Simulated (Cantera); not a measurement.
An isothermal, constant-pressure homogeneous reactor starts with H2 : O2 = 0.0091 : 1 (molar parts), equivalence ratio 0.0046, at 1075 K and 0.00250 bar.

Model: the H2/O2 subset of GRI-Mech 3.0, which has no nitrogen chemistry, integrated in Cantera. Radical loss at walls, strong at low pressure, is not modelled.

x: mole fraction; the columns are a selection and need not sum to one.

| t (s) | x H2 | x O2 | x O | x H2O | x H2O2 | x HO2 |
|---|---|---|---|---|---|---|
| 5.00e-5 | 0.00902 | 0.991 | <1e-12 | <1e-12 | <1e-12 | 5.47e-12 |
| 0.000251 | 0.00902 | 0.991 | 6.67e-12 | <1e-12 | <1e-12 | 2.75e-11 |
| 0.00126 | 0.00902 | 0.991 | 1.00e-10 | 1.85e-11 | <1e-12 | 1.38e-10 |
| 0.00631 | 0.00902 | 0.991 | 1.41e-9 | 9.64e-10 | <1e-12 | 6.92e-10 |
| 0.0316 | 0.00902 | 0.991 | 5.30e-7 | 5.95e-7 | 2.36e-12 | 4.32e-9 |
| 0.159 | ___ | 0.983 | 0.00751 | 0.00845 | 3.81e-9 | 2.90e-7 |
| 0.795 | ___ | 0.984 | 0.00608 | 0.00860 | 3.31e-9 | 2.52e-7 |
| 3.99 | ___ | 0.988 | 0.00257 | 0.00884 | 3.26e-9 | 1.73e-7 |
| 20.0 | ___ | 0.991 | 0.000322 | 0.00900 | 2.46e-9 | 5.84e-8 |

What belongs in the gaps?


- 0.159, x H2: 4.65e-5
- 0.795, x H2: 2.96e-5
- 3.99, x H2: 1.27e-5
- 20.0, x H2: 1.61e-6
